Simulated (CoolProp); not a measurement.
Computed with CoolProp (reference Helmholtz-energy equation of state, Zhou 2012).

Problem. For p-xylene, give the phase and the Z, expansivity (1/kK), fugacity coefficient at 374.3 K and 51.9 bar; 385.9 K and 51.9 bar.

Solution. 
- 374.3 K and 51.9 bar: liquid; Z 0.223, expansivity 1.12, fugacity coefficient 0.00785
- 385.9 K and 51.9 bar: liquid; Z 0.219, expansivity 1.15, fugacity coefficient 0.0113
